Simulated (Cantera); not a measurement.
Mixture: C3H8 : O2 : N2 = 1 : 5.38 : 34.9 (molar parts), equivalence ratio 0.93, at 2.66 atm, adiabatic and at constant pressure. Ignition delay is the time to a rise of 400 K.

Cantera simulation using GRI-Mech 3.0 (53 species, 325 reactions); the numbers are that mechanism's predictions, not measurements. GRI-Mech 3.0 was tuned for natural gas; its chemistry of propane as a main component is partial and can be far from experiment.

Problem. Predict: delay at 1125 K; delay at 1225 K; delay at 1325 K; delay at 1425 K; delay at 1525 K; delay at 1625 K; apparent activation energy between 1425 and 1625 K.

Solution. delay at 1125 K: 25.3 ms
delay at 1225 K: 3.24 ms
delay at 1325 K: 0.560 ms
delay at 1425 K: 0.137 ms
delay at 1525 K: 46.1 µs
delay at 1625 K: 20.4 µs
apparent activation energy between 1425 and 1625 K: 180 kJ/mol
